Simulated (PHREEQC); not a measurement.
Solution (50 °C): 0.0015 mol HNO3, 0.015 mol K2SO4 and 0.001 mol CO2 per kg of water. Closed to the air; pH follows from the charge balance.

Model: ion-association model, phreeqc.dat, run in PHREEQC.

Precipitation was switched off in this run.

Problem. Estimate the pH.

Solution. pH 3.21.

Problem. In which forms is K present?

Solution. K+ 94 %, KSO4- 5.7 % of the K.

Away from 25 °C the constants follow the database's enthalpies or fits; those with neither stay at their 25 °C values.
